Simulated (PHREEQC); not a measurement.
## Brackish or sea water

Synthetic water in mg/kgw, 25 °C, pH 6.44, pe 9.8:

| constituent | mg/kgw |
|---|---|
| Na | 4570 |
| K | 134 |
| Ca | 7.2 |
| Mg | 630 |
| Cl | 8630 |
| S(6) as SO4 | 162 |
| Alkalinity as HCO3 | 0.866 |
| O(0) (dissolved oxygen) | 8.32 |
| Zn | 39.7 |

Valence states are taken as typed.

Model: ion-association model, wateq4f.dat, run in PHREEQC.

Each row changes one thing in this solution. This is a speciation only: nothing precipitates in the calculation.

```tsv
case	HCO3- (mol/kgw)	KSO4- (mol/kgw)	CO2 (mol/kgw)	ZnOHCl (mol/kgw)	MgHCO3+ (mol/kgw)	ZnCl4-2 (mol/kgw)	SI of Zincite(c) (ZnO)	SI of Zn(OH)2-e (Zn(OH)2)
as made	1.00e-5	5.71e-6	5.62e-6	2.06e-6	1.00e-6	6.75e-7	-2.10	-2.47
Alkalinity from 0.866 to 1.73 mg/kgw	2.20e-5	5.71e-6	…	2.06e-6	2.20e-6	6.75e-7	-2.10	-2.47
pH from 6.44 to 5.94 at the same alkalinity	1.26e-5	5.71e-6	…	…	1.26e-6	6.77e-7	-3.10	-3.46
Alkalinity from 0.866 to 0.433 mg/kgw	4.02e-6	5.71e-6	…	2.06e-6	4.01e-7	6.75e-7	-2.10	-2.47
```

Task: Some entries are withheld; supply them.

Result: 
- Alkalinity from 0.866 to 1.73 mg/kgw, CO2 (mol/kgw): 1.23e-5
- pH from 6.44 to 5.94 at the same alkalinity, CO2 (mol/kgw): 2.23e-5
- pH from 6.44 to 5.94 at the same alkalinity, ZnOHCl (mol/kgw): 6.52e-7
- Alkalinity from 0.866 to 0.433 mg/kgw, CO2 (mol/kgw): 2.25e-6
